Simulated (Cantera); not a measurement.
Cantera run:

```python
import numpy as np
import cantera as ct

gas_names = [...]  # 76 gases of nasa_gas.yaml made of C, H
cond_names = """
    C(gr) C6H6(L) C7H8(L) C8H18(L),n-octa
""".split()


# ... load() reads the species with a 1 bar reference pressure and builds the phases ...
atoms = {
    'C': {'C': 1},
    'H2': {'H': 2},
}
top_T = {'C(gr)': 4500}  # K; cautious upper limits of use, not melting points


# ... equilibrate(T, P, feed) seeds the gas with the atoms and calls Mixture.equilibrate('TP', solver="vcs", rtol=1e-11, max_steps=5000) ...
results = []
feed = {'C': 1, 'H2': 2.3}  # mol
P = 1600000  # Pa
for T in [625, 775, 925, 1075, 1225, 1375, 1525, 1675, 1825, 1975, 2125]:
    mix = equilibrate(T, P, feed)
    results.append((T, P, feed, dict(zip(mix.species_names, mix.species_moles))))

top = {s: max(r[3][s] / sum(r[3][g] for g in gas_names) for r in results) for s in gas_names}
cols = sorted((s for s in top if top[s] > 1e-05), key=lambda s: -top[s])[:9]
seen = [c for c in cond_names if any(r[3].get(c, 0) > 1e-12 for r in results)]
print("log10 of partial pressures in bar; condensed amounts in mol")
print(f"{'T/K':>10s}" + "".join(f"{s[:9]:>10s}" for s in cols + seen))
for T, P, feed, n in results:
    ng = sum(n[g] for g in gas_names)
    print(f"{T:10.4g}" + "".join(f"{np.log10(max(n[s] / ng * P / 1e5, 1e-99)):10.3f}" for s in cols)
          + "".join(f"{n.get(c, 0):10.4g}" for c in seen))
```

Result:

```
log10 of partial pressures in bar; condensed amounts in mol
       T/K        H2       CH4 C2H2,acet         H      C2H4       CH3      C2H6     C(gr)
       625     0.567     1.090   -18.923   -15.286    -9.839   -13.716    -4.376         0
       775     0.567     1.090   -12.508   -11.720    -6.405   -10.050    -3.236         0
       925     0.811     0.979    -9.085    -9.179    -4.769    -7.798    -2.916    0.1418
      1075     1.032     0.719    -7.091    -7.317    -4.026    -6.374    -3.081    0.4332
      1225     1.133     0.384    -5.657    -5.940    -3.604    -5.405    -3.412    0.6976
      1375     1.173     0.043    -4.577    -4.879    -3.356    -4.709    -3.790    0.8513
      1525     1.189    -0.264    -3.729    -4.032    -3.192    -4.177    -4.143     0.924
      1675     1.196    -0.527    -3.040    -3.337    -3.071    -3.752    -4.452    0.9576
      1825     1.199    -0.751    -2.469    -2.757    -2.975    -3.402    -4.716    0.9735
      1975     1.201    -0.942    -1.987    -2.264    -2.897    -3.108    -4.943    0.9803
      2125     1.201    -1.106    -1.575    -1.840    -2.831    -2.858    -5.139    0.9805
```

Method: chemical equilibrium by Gibbs-energy minimisation in Cantera with the NASA 1993 tables (ideal gas, pure condensed phases).
